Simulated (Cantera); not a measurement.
Cantera with NASA thermochemical tables; ideal gases at 1 bar, condensed phases pure. Values are per mole of reaction as written; species without (g) are pure solids or liquids, kept so even where they would boil at 1 bar.

7 Fe + 4 CS₂(g) + 6 H₂S(g) = 2 C₂H₆(g) + 7 FeS₂

| T (K) | ΔH° (kJ) | ΔS° (J/K) | ΔG° (kJ) | log10 K |
|---|---|---|---|---|
| 300 | -1713.3 | -1549.0 | -1248.6 | 217.40 |
| 500 | -1713.0 | -1549.0 | -938.5 | 98.04 |
| 550 | -1712.0 | -1547.2 | -861.1 | 81.78 |
| 600 | -1710.9 | -1545.2 | -783.8 | 68.23 |
| 650 | -1709.7 | -1543.3 | -706.6 | 56.78 |
| 700 | … | … | … | … |
| 750 | -1707.2 | -1539.7 | -552.4 | 38.48 |
| 800 | … | … | … | … |
| 850 | … | … | … | … |
| 900 | -1705.1 | -1537.1 | -321.8 | 18.67 |
| 950 | -1705.8 | -1537.8 | -244.9 | 13.46 |
| 1000 | … | … | … | … |

**Question.** Fill in the missing entries.

**Answer.** 
- 700, ΔH° (kJ): -1708.4
- 700, ΔS° (J/K): -1541.4
- 700, ΔG° (kJ): -629.5
- 700, log10 K: 46.97
- 800, ΔH° (kJ): -1706.1
- 800, ΔS° (J/K): -1538.2
- 800, ΔG° (kJ): -475.5
- 800, log10 K: 31.05
- 850, ΔH° (kJ): -1705.3
- 850, ΔS° (J/K): -1537.3
- 850, ΔG° (kJ): -398.6
- 850, log10 K: 24.50
- 1000, ΔH° (kJ): -1707.9
- 1000, ΔS° (J/K): -1539.9
- 1000, ΔG° (kJ): -168.0
- 1000, log10 K: 8.77
